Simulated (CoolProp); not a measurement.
Vapour-liquid equilibrium of dimethyl ether (1) + isobutane (2) at 4.54 bar; x and y are mole fractions of (1).

Model: multi-fluid Helmholtz-energy mixture model, Wu 2011 and Bücker 2006; pair parameters Bell 2016, in CoolProp.

Task: Give the bubble temperature and the first vapour's composition at x = 0.35, 0.425, 0.725. Is there an azeotrope?

Result: x = 0.35: 22.0 °C, y = 0.496; x = 0.425: 20.6 °C, y = 0.559; x = 0.725: 17.2 °C, y = 0.774. No azeotrope shows between x = 0.05 and 0.95.

Pair parameters are fitted to limited data, so mixtures are less certain than the pure fluids.
